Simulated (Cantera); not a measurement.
Charge: 1 mol BN, 0.56 mol H2O, 72 mol N2, held at 2123 K and 100000 Pa.

Cantera equilibrium calculation (NASA polynomials, part measured and part estimated; ideal gas, pure solids and liquids). Candidate condensed phases: B, BN, B2O3, B3O3H3, H2O; 39 gas species. Rates play no part.

Base state: N2 0.988, H2 0.00656, HBO 0.00168, B2O2 0.000984, BO 0.000964, B2O3 0.000865, H 0.000291, HBO2 0.000224 (mole fractions); condensed: BN(s).

Task: What changes in the equilibrium state with this change: temperature from 2123 K to 2000 K?

Result: 
```tsv
species	before	after
N2	0.988	0.989
H2	0.00656	0.00679
B2O3	0.000865	0.00140
BO	0.000964	0.000333
H	0.000291	0.000134
HBO2	0.000224	0.000434
BN(s), mol	0.520	0.575
```
